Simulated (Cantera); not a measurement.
CH4 + NH3 + N2 + O2 (carbon deposition, reforming and gasification)

Input: 1 mol CH4, 0.32 mol NH3, 11 mol N2, 0.43 mol O2, held at 400 °C.

Cantera equilibrium calculation (NASA polynomials, part measured and part estimated; ideal gas, pure solids and liquids). Candidate condensed phases: C, C6H6, C7H8, C8H18, H2O; 136 gas species. The ideal-gas law is rough above about 30 bar. Rates play no part.

From 0.000100 bar to 100 bar the condensed part is C(graphite). The main C-bearing gas is CO at 0.000100 bar and CH4 at 100 bar. The share of C in condensed phases is highest at 0.0180 bar (59.3 %) and lowest at 100 bar (5.4 %).

```
P (Pa)    log p N2  log p H2  log p CH4  log p H2O  log p CO  log p CO2  n C(graphite)
--------  --------  --------  ---------  ---------  --------  ---------  -------------
10           -4.11     -4.77      -8.35      -7.02     -5.29      -6.45          0.204
56           -3.36     -4.02      -6.86      -5.68     -4.69      -5.25          0.332
320          -2.60     -3.28      -5.38      -4.46     -4.21      -4.30          0.493
1800         -1.84     -2.59      -3.99      -3.39     -3.84      -3.55          0.593
10000        -1.09     -1.96      -2.74      -2.44     -3.52      -2.92          0.545
56000        -0.33     -1.43      -1.68      -1.60     -3.20      -2.28          0.363
320000        0.44     -0.98      -0.77      -0.80     -2.86      -1.60          0.193
1800000       1.19     -0.57       0.05      -0.03     -2.50      -0.88         0.0977
10000000      1.94     -0.18       0.82       0.72     -2.14      -0.15         0.0538
```
log p: log10 of the partial pressure in bar; n: condensed amount in mol.
